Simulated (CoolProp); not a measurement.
Vapour-liquid equilibrium of CHF3 (R23) (1) + propylene (2) at 0.8 MPa; x and y are mole fractions of (1).

Computed with CoolProp (multi-fluid Helmholtz-energy mixture model, Penoncello 2003 and Lemmon 2013; pair parameters Bell 2016).

```json
[
 {"x": "0.05", "bubble temperature, mixture model (°C)": "0.4", "bubble temperature, Raoult's law (°C)": "5.7", "y, mixture model": "0.261", "y, Raoult's law": "0.181"},
 {"x": "0.15", "bubble temperature, mixture model (°C)": "-13.7", "bubble temperature, Raoult's law (°C)": "-2.9", "y, mixture model": "0.545", "y, Raoult's law": "0.432"},
 {"x": "0.25", "bubble temperature, mixture model (°C)": "-21.7", "bubble temperature, Raoult's law (°C)": "-9.7", "y, mixture model": "0.675", "y, Raoult's law": "0.595"},
 {"x": "0.35", "bubble temperature, mixture model (°C)": "-26.5", "bubble temperature, Raoult's law (°C)": "-15.2", "y, mixture model": "0.744", "y, Raoult's law": "0.707"},
 {"x": "0.45", "bubble temperature, mixture model (°C)": "-29.4", "bubble temperature, Raoult's law (°C)": "-19.8", "y, mixture model": "0.786", "y, Raoult's law": "0.789"},
 {"x": "0.55", "bubble temperature, mixture model (°C)": "-31.4", "bubble temperature, Raoult's law (°C)": "-23.8", "y, mixture model": "0.817", "y, Raoult's law": "0.850"},
 {"x": "0.65", "bubble temperature, mixture model (°C)": "-32.9", "bubble temperature, Raoult's law (°C)": "-27.3", "y, mixture model": "0.844", "y, Raoult's law": "0.897"},
 {"x": "0.75", "bubble temperature, mixture model (°C)": "-34.2", "bubble temperature, Raoult's law (°C)": "-30.3", "y, mixture model": "0.873", "y, Raoult's law": "0.935"},
 {"x": "0.85", "bubble temperature, mixture model (°C)": "-35.3", "bubble temperature, Raoult's law (°C)": "-33.0", "y, mixture model": "0.910", "y, Raoult's law": "0.965"},
 {"x": "0.95", "bubble temperature, mixture model (°C)": "-36.3", "bubble temperature, Raoult's law (°C)": "-35.5", "y, mixture model": "0.962", "y, Raoult's law": "0.989"}
]
```

The largest gap from Raoult's law is -12.0 K in bubble temperature, at x = 0.25. No azeotrope shows between x = 0.05 and 0.95.

Pair parameters are fitted to limited data, so mixtures are less certain than the pure fluids. With so large a gap from Raoult's law the liquid may split in two, which this calculation doesn't test in full.
